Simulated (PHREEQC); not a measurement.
A solution holds 0.0062 mol NH4Cl and 0.19 mol NaOH per kg of water, at 25 °C. Closed to the air; pH follows from the charge balance.

Computed with PHREEQC (ion-association model, wateq4f.dat).

Each row changes one thing in this solution. Precipitation was switched off in this run.

```
case                                pH  NH4+ (mol/kgw)
-------------------------------  -----  --------------
as made                          13.12         1.11e-6
NaOH left out                     5.76         0.00620
temperature from 25 to 5 °C      13.86         9.17e-7
NaOH from 0.19 to 0.171 mol/kgw  13.08         1.21e-6
diluted 2-fold with water        12.85         9.84e-7
```

Complexes and solids missing from the database can't appear. Constants without temperature data keep their 25 °C values here.
